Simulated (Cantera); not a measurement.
What does this Cantera script print?

```python
import numpy as np
import cantera as ct

gas_names = """
    F F2 N NF NF2 NF3 N2 Si SiF SiF2 SiF3 SiF4 SiN Si2 Si2N Si3
""".split()
cond_names = """
    Si(cr) Si(L) Si3N4(a)
""".split()


# ... load() reads the species with a 1 bar reference pressure and builds the phases ...
atoms = {
    'Si': {'Si': 1},
    'NF3': {'N': 1, 'F': 3},
    'N2': {'N': 2},
}
top_T = {'Si3N4(a)': 2400}  # K; cautious upper limits of use, not melting points


# ... equilibrate(T, P, feed) seeds the gas with the atoms and calls Mixture.equilibrate('TP', solver="vcs", rtol=1e-11, max_steps=5000) ...
results = []
feed = {'Si': 1, 'NF3': 1.5, 'N2': 0.66}  # mol
P = 6200  # Pa
for T in [723, 873, 1023, 1173, 1323, 1473, 1623]:
    mix = equilibrate(T, P, feed)
    results.append((T, P, feed, dict(zip(mix.species_names, mix.species_moles))))
    x = sorted(zip(gas.X, gas.species_names), reverse=True)
    print(f"T = {T:g} K  P = {P:g} Pa  gas = {mix.phase_moles(0):.4g} mol")
    print("   x: " + "  ".join(f"{s} {v:.3e}" for v, s in x if v > 1e-06))
    print("   condensed (mol): " + ("  ".join(f"{mix.phase(i).name} {mix.phase_moles(i):.4g}"
          for i in range(1, mix.n_phases) if mix.phase_moles(i) > 1e-12) or "none"))
```

Result:

```
T = 723 K  P = 6200 Pa  gas = 2.552 mol
   x: N2 5.309e-01  SiF4 3.919e-01  NF3 4.324e-02  F2 3.230e-02  F 1.623e-03
   condensed (mol): none
T = 873 K  P = 6200 Pa  gas = 2.685 mol
   x: N2 5.234e-01  SiF4 3.725e-01  F2 7.490e-02  F 2.559e-02  NF3 3.620e-03
   condensed (mol): none
T = 1023 K  P = 6200 Pa  gas = 2.797 mol
   x: N2 5.040e-01  SiF4 3.575e-01  F 9.847e-02  F2 3.998e-02  NF3 1.012e-04
   condensed (mol): none
T = 1173 K  P = 6200 Pa  gas = 2.886 mol
   x: N2 4.886e-01  SiF4 3.465e-01  F 1.564e-01  F2 8.407e-03  NF3 1.397e-06
   condensed (mol): none
T = 1323 K  P = 6200 Pa  gas = 2.906 mol
   x: N2 4.852e-01  SiF4 3.441e-01  F 1.692e-01  F2 1.428e-03
   condensed (mol): none
T = 1473 K  P = 6200 Pa  gas = 2.909 mol
   x: N2 4.847e-01  SiF4 3.438e-01  F 1.712e-01  F2 3.127e-04
   condensed (mol): none
T = 1623 K  P = 6200 Pa  gas = 2.91 mol
   x: N2 4.846e-01  SiF4 3.437e-01  F 1.717e-01  F2 8.896e-05
   condensed (mol): none
```

Method: chemical equilibrium by Gibbs-energy minimisation in Cantera with the NASA 1993 tables (ideal gas, pure condensed phases).
